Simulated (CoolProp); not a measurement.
Aqueous methanol as a coolant, at 21 °C, 1 atm.

Model: Melinder's fits for secondary coolants, in CoolProp.

| mass % | freezing point (°C) | Prandtl number | density (kg/m³) | conductivity (W/(m K)) | viscosity (mPa s) |
|---|---|---|---|---|---|
| 3.4 | -2.0 | ? | 992.0 | 0.579 | 1.07 |
| 9 | -5.8 | 9.56 | 982.8 | 0.546 | 1.24 |
| 14.7 | ? | 11.4 | 974.3 | 0.513 | 1.41 |
| 20.3 | -15.4 | 13.3 | 966.0 | 0.483 | 1.56 |
| 25.9 | -21.1 | 14.9 | 957.5 | 0.454 | 1.67 |
| 31.6 | -27.6 | 16.4 | 948.4 | 0.425 | 1.75 |
| 37.2 | -34.8 | 17.4 | 938.9 | ? | 1.78 |
| 42.8 | -42.8 | 17.9 | 928.9 | 0.374 | 1.77 |
| 48.4 | -51.8 | 17.9 | ? | 0.352 | 1.73 |

**Question.** Complete the blanks.

**Answer.** 
- 3.4, Prandtl number: 7.78
- 14.7, freezing point (°C): -10.3
- 37.2, conductivity (W/(m K)): 0.399
- 48.4, density (kg/m³): 918.2
